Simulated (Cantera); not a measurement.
A closed system holds: 1 mol Fe2O3, 4.6 mol CH4, 0.9 mol CO, held at 0.0570 bar.

Equilibrium computed with Cantera from the NASA thermochemical tables; the gas is ideal and each condensed phase is pure. Candidate condensed phases: C, C6H6, C7H8, C8H18, Fe, Fe(CO)5, FeO, Fe(OH)2, Fe(OH)3, Fe2O3, Fe3O4, H2O; 114 gas species. Iron dissolves carbon and melts from about 1420 K in contact with it, which pure phases cannot show. Condensed phases not in the tables: cementite and carbon dissolved in iron. Rates play no part.

Question: At 2075 K, list the 5 most abundant gas species with their mole fractions, and the condensed phases.

Answer: H2 0.683, CO 0.292, Fe 0.0144, H 0.00922, C2H2 (acetylene) 0.000848. Condensed: C(graphite) + Fe(l).
